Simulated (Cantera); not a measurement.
Charge: 1 mol PbF₂, 140 mol N₂, at 1.30 Pa.

Method: chemical equilibrium by Gibbs-energy minimisation in Cantera with the NASA 1993 tables (ideal gas, pure condensed phases). Candidate condensed phases: Pb, PbF₂; 12 gas species. Equilibrium is a limit: real reactors are often held back by kinetics, nucleation or transport.

log p: log10 of the partial pressure in bar; n: condensed amount in mol.

| T (K) | log p N₂ | log p F | log p Pb | log p PbF₂ | log p PbF₄ | log p PbF | n Pb(l) | n PbF₂(s) |
|---|---|---|---|---|---|---|---|---|
| 700 | -4.89 | <-16 | -8.95 | -9.04 | -7.88 | -11.15 | 0.129 | 0.709 |
| 850 | -4.89 | <-16 | -7.46 | -7.66 | -7.45 | -9.20 | 0 | 0 |
| 1000 | -4.89 | ___ | ___ | ___ | ___ | ___ | 0 | 0 |
| 1150 | -4.89 | -12.38 | -7.65 | -7.36 | -7.62 | -8.53 | 0 | 0 |
| 1300 | -4.89 | -10.21 | -7.75 | -7.30 | -7.70 | -8.35 | 0 | 0 |
| 1450 | -4.89 | -8.50 | -7.82 | -7.26 | -7.78 | -8.21 | 0 | 0 |
| 1600 | -4.89 | -7.29 | -7.59 | -7.30 | -8.27 | -7.98 | 0 | 0 |
| 1750 | -4.89 | -6.80 | -7.13 | -8.11 | -10.49 | -8.05 | 0 | 0 |
| 1900 | -4.90 | -6.75 | -7.05 | -9.80 | -14.06 | -8.77 | 0 | 0 |
| 2050 | -4.90 | -6.74 | -7.04 | ___ | <-16 | ___ | 0 | 0 |
| 2200 | -4.90 | -6.74 | -7.04 | -12.79 | <-16 | -10.12 | 0 | 0 |

### Question
Some entries are withheld; supply them.

### Answer

- 1000, log p F: -15.20
- 1000, log p Pb: -7.55
- 1000, log p PbF₂: -7.47
- 1000, log p PbF₄: -7.54
- 1000, log p PbF: -8.80
- 2050, log p PbF₂: -11.39
- 2050, log p PbF: -9.49
